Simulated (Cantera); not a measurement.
Input: 1 mol AlBr₃, 0.77 mol NH₃, 170 mol N₂, held at 1723 K.

Equilibrium computed with Cantera from the NASA thermochemical tables; the gas is ideal and each condensed phase is pure. Candidate condensed phases: Al, AlBr₃, AlN, Br₂; 19 gas species. Kinetics and transport are ignored.

Which condensed phases are stable at each of these points (P (Pa)): 10, 63, 400, 2500, 16000, 100000?


| P (Pa) | condensed phases | Al condensed (%) |
|---|---|---|
| 10 | gas only | 0.0 |
| 63 | gas only | 0.0 |
| 400 | gas only | 0.0 |
| 2500 | gas only | 0.0 |
| 16000 | gas only | 0.0 |
| 100000 | AlN(s) | 20.3 |

From 10.0 Pa to 0.160 bar nothing is condensed. At 1.00 bar the condensed part is AlN(s).
